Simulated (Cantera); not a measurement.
What does this Cantera script print?

```python
import numpy as np
import cantera as ct

gas_names = """
    C CH CH2 CH3 CH2OH CH3O CH4 CH3OH CO CO2 COOH C2 C2H CHCO,ketyl C2H2,acetylene C2H2,vinylidene
    CH2CO,ketene C2H3,vinyl CH3CO,acetyl C2H4 C2H4O,ethylen CH3CHO,ethanal CH3COOH (HCOOH)2 C2H5 C2H6
    CH3OCH3 C2H5OH C2O C3 C3H3,propargyl C3H4,allene C3H4,propyne C3H4,cyclo- C3H5,allyl C3H6,propylene
    C3H6,cyclo- C3H6O C3H7,n-propyl C3H7,i-propyl C3H8 C3H8O,1propanol C3H8O,2propanol C3O2 C4 C4H2
    C4H4,1,3-cyclo- C4H6,butadiene C4H6,2-butyne C4H6,cyclo- C4H8,1-butene C4H8,cis2-buten
    C4H8,tr2-butene C4H8,isobutene C4H8,cyclo- (CH3COOH)2 C4H9,n-butyl C4H9,i-butyl C4H9,s-butyl
    C4H9,t-butyl C4H10,isobutane C4H10,n-butane C5 C5H6,1,3cyclo- C5H8,cyclo- C5H10,1-pentene
    C5H10,cyclo- C5H11,pentyl C5H11,t-pentyl C5H12,n-pentane C5H12,i-pentane CH3C(CH3)2CH3 C6H2
    C6H5,phenyl C6H5O,phenoxy C6H6 C6H5OH,phenol C6H10,cyclo- C6H12,1-hexene C6H12,cyclo- C6H13,n-hexyl
    C7H7,benzyl C7H8 C7H8O,cresol C7H14,1-heptene C7H15,n-heptyl C7H16,n-heptane C8H8,styrene
    C8H10,ethylbenz C8H16,1-octene C8H17,n-octyl C8H18,isooctane C8H18,n-octane C9H19,n-nonyl
    C10H8,naphthale C10H21,n-decyl C12H9,o-bipheny C12H10,bipheny H HCO HO2 H2 HCHO,formaldehy HCOOH H2O
    H2O2 O OH O2 O3
""".split()
cond_names = """
    C(gr) C6H6(L) C7H8(L) C8H18(L),n-octa H2O(s) H2O(L)
""".split()


def load(file, names, dense=False):
    # The tables refer to 1 bar. Condensed volumes are neglected.
    table = {s.name: s for s in ct.Species.list_from_file(file)}
    out = []
    for n in names:
        d = dict(table[n].input_data)
        d["thermo"] = dict(d["thermo"], **{"reference-pressure": 1e5})
        if dense:
            d["equation-of-state"] = {"model": "constant-volume", "density": "1e6 g/cm^3"}
        out.append(ct.Species.from_dict(d))
    return out


gas = ct.Solution(thermo="ideal-gas", species=load("nasa_gas.yaml", gas_names))
cond = {s.name: ct.Solution(thermo="fixed-stoichiometry", species=[s], name=s.name)
        for s in load("nasa_condensed.yaml", cond_names, dense=True)}
atoms = {
    'CO2': {'C': 1, 'O': 2},
    'H2': {'H': 2},
}
top_T = {'C(gr)': 4500}  # K; cautious upper limits of use, not melting points


def equilibrate(T, P, feed):
    n = {}
    for name, mol in feed.items():
        for a, k in atoms[name].items():
            n[a] = n.get(a, 0.0) + k * mol
    gas.TPX = T, P, n
    mass = sum(n.values()) * gas.mean_molecular_weight
    gas.equilibrate("TP")
    valid = [c for c in cond.values() if c.min_temp <= T <= top_T.get(c.name, c.max_temp)]
    mix = ct.Mixture([(gas, mass / gas.mean_molecular_weight)] + [(c, 0.0) for c in valid])
    mix.T, mix.P = T, P
    mix.equilibrate("TP", solver="vcs", rtol=1e-11, max_steps=5000)
    return mix


results = []
feed = {'CO2': 1, 'H2': 3.7}  # mol
T = 2748  # K
P = 320  # Pa
mix = equilibrate(T, P, feed)
results.append((T, P, feed, dict(zip(mix.species_names, mix.species_moles))))
print(gas.report(threshold=0.0001))
for i in range(1, mix.n_phases):
    print(f"{mix.phase(i).name:16s} {mix.phase_moles(i):12.5e} mol")
```

It prints:

```
       temperature   2748 K
          pressure   320 Pa
           density   0.00010134 kg/m^3
  mean mol. weight   7.2359 kg/kmol
   phase of matter   gas

                          1 kg             1 kmol
                     ---------------   ---------------
          enthalpy        2.3286e+07         1.685e+08  J
   internal energy        2.0129e+07        1.4565e+08  J
           entropy             35163        2.5443e+05  J/K
    Gibbs function       -7.3342e+07       -5.3069e+08  J
 heat capacity c_p            3915.7             28333  J/K
 heat capacity c_v            2766.6             20019  J/K

                      mass frac. Y      mole frac. X     chem. pot. / RT
                     ---------------   ---------------   ---------------
                CO           0.52744           0.13626           -41.407
               CO2          0.026356         0.0043334           -61.934
                 H          0.074066           0.53168           -13.956
                H2          0.054648           0.19614           -27.913
               H2O           0.10628           0.04269            -48.44
                 O           0.11768          0.053223           -20.528
                OH          0.072898          0.031015           -34.484
                O2          0.020623         0.0046636           -41.055
     [ +102 minor]        1.1625e-06        2.5736e-07

C(gr)             0.00000e+00 mol
```

Equilibrium computed with Cantera from the NASA thermochemical tables; the gas is ideal and each condensed phase is pure.
